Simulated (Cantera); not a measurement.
# Premixed flame

A freely propagating, adiabatic, planar premixed flame of H2 : O2 : N2 = 1 : 0.633 : 2.38 (molar parts), equivalence ratio 0.79, unburnt at 425 K and 338 Torr; unity-Lewis-number transport, grid criteria slope 0.08 and curve 0.16, no radiation.

Computed with Cantera and the H2/O2 subset of GRI-Mech 3.0, which has no nitrogen chemistry. Unity Lewis numbers drop preferential diffusion, which matters most where H2 and H carry the flame. Burning velocities carry a grid error of a few per cent, more on coarse grids.

| z (mm) | T (K) | u (m/s) | x H2 | x O2 | x H2O2 | x O | x H2O | x HO2 |
|---|---|---|---|---|---|---|---|---|
| -2.49 | 425 | 2.18 | 0.249 | 0.158 | <1e-8 | <1e-8 | 5.38e-8 | <1e-8 |
| -1.66 | 425 | 2.18 | 0.249 | 0.158 | <1e-8 | <1e-8 | 1.90e-6 | 4.00e-8 |
| -1.25 | 425 | 2.18 | 0.249 | 0.158 | 1.85e-8 | <1e-8 | 9.76e-6 | 2.04e-7 |
| -0.832 | 426 | 2.18 | 0.249 | 0.158 | 2.73e-7 | 1.01e-7 | 0.000146 | 3.02e-6 |
| -0.416 | 481 | 2.45 | 0.243 | 0.155 | 8.04e-6 | 1.19e-5 | 0.00683 | 0.000122 |
| -0.208 | 756 | 3.79 | 0.207 | 0.138 | 9.27e-6 | 0.000423 | 0.0455 | 0.000122 |
| 0 | 1184 | 5.78 | 0.104 | 0.0914 | 3.14e-6 | 0.00594 | 0.139 | 4.54e-5 |
| 0.208 | 1445 | 6.93 | 0.0389 | 0.0582 | 2.49e-6 | 0.0133 | 0.198 | 2.29e-5 |
| 0.416 | 1579 | 7.49 | 0.0292 | 0.0507 | 1.53e-6 | 0.0140 | 0.213 | 1.69e-5 |
| 0.832 | 1727 | 8.10 | 0.0261 | 0.0469 | 7.82e-7 | 0.0120 | 0.225 | 1.25e-5 |
| 1.66 | 1875 | 8.69 | 0.0219 | 0.0437 | 4.08e-7 | 0.00912 | 0.237 | 8.83e-6 |
| 3.33 | 2007 | 9.20 | 0.0164 | 0.0408 | 2.40e-7 | 0.00616 | 0.250 | 5.83e-6 |
| 6.65 | 2114 | 9.61 | 0.0106 | 0.0387 | 1.62e-7 | 0.00366 | 0.262 | 3.74e-6 |
x: mole fraction of selected species; z is measured from the peak of heat release.

| Quantity | Value |
|---|---|
| laminar burning velocity | 218 cm/s |
| thermal thickness | 0.832 mm |
| peak x(H2O2) | 1.16e-5 |
| peak x(O) | 0.0142 |
| peak x(HO2) | 0.000183 |
| grid points | 108 |
